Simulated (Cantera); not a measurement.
# Thermodynamics of boron, boron nitride and boron oxide, feed B2O3 + N2

Charge: 1 mol B2O3, 0.99 mol N2, equilibrated at 1173.15 K and 0.00520 bar.

Method: chemical equilibrium by Gibbs-energy minimisation in Cantera with the NASA 1993 tables (ideal gas, pure condensed phases). Candidate condensed phases: B, BN, B2O3; 17 gas species. Rates play no part.

```yaml
x(N2): 1.000
n(B2O3(l)): 1.000 mol
gas_amount: 0.9900 mol
log10 activity of B(s) (absent): -10.45
```
